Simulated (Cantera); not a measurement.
An adiabatic, constant-volume homogeneous reactor starts with CO : H2 : O2 : N2 = 1 : 0.04 : 0.684 : 2.57 (molar parts), at 1250 K and 7500 Torr. Integrator tolerance rtol = 1e-08.

Computed with Cantera and GRI-Mech 3.0 (53 species, 325 reactions). The hydrogen kinetics of GRI-Mech 3.0 are dated; newer H2 mechanisms differ, most at raised pressure.

**Question.** What does this change do: H2 0.04 to 0.069 parts?

**Answer.** 
| quantity | before | after |
|---|---|---|
| time of steepest temperature rise | 42.6 µs | 30.4 µs |
| temperature at 0.100 s | 2941 K | 2952 K |
| equilibrium temperature | 2941 K | 2952 K |
| x(CO) at 0.100 s | 0.0513 (gas-phase equilibrium 0.0513) | 0.0537 (gas-phase equilibrium 0.0537) |
| x(H2) at 0.100 s | 0.000262 (gas-phase equilibrium 0.000262) | 0.000506 (gas-phase equilibrium 0.000506) |
| x(O2) at 0.100 s | 0.0543 (gas-phase equilibrium 0.0543) | 0.0515 (gas-phase equilibrium 0.0515) |
| x(OH) at 0.100 s | 0.00429 (gas-phase equilibrium 0.00429) | 0.00583 (gas-phase equilibrium 0.00583) |
| x(NO) at 0.100 s | 0.0206 (gas-phase equilibrium 0.0206) | 0.0203 (gas-phase equilibrium 0.0203) |
| x(N2O) at 0.100 s | 4.87e-6 (gas-phase equilibrium 4.87e-6) | 4.79e-6 (gas-phase equilibrium 4.79e-6) |

**Question.** What does this change do: initial temperature 1250 to 1300 K?

**Answer.** 
| quantity | before | after |
|---|---|---|
| time of steepest temperature rise | 42.6 µs | 26.6 µs |
| temperature at 0.100 s | 2941 K | 2956 K |
| equilibrium temperature | 2941 K | 2956 K |
| x(CO) at 0.100 s | 0.0513 (gas-phase equilibrium 0.0513) | 0.0540 (gas-phase equilibrium 0.0540) |
| x(H2) at 0.100 s | 0.000262 (gas-phase equilibrium 0.000262) | 0.000274 (gas-phase equilibrium 0.000274) |
| x(O2) at 0.100 s | 0.0543 (gas-phase equilibrium 0.0543) | 0.0551 (gas-phase equilibrium 0.0551) |
| x(OH) at 0.100 s | 0.00429 (gas-phase equilibrium 0.00429) | 0.00445 (gas-phase equilibrium 0.00445) |
| x(NO) at 0.100 s | 0.0206 (gas-phase equilibrium 0.0206) | 0.0211 (gas-phase equilibrium 0.0211) |
| x(N2O) at 0.100 s | 4.87e-6 (gas-phase equilibrium 4.87e-6) | 4.92e-6 (gas-phase equilibrium 4.92e-6) |
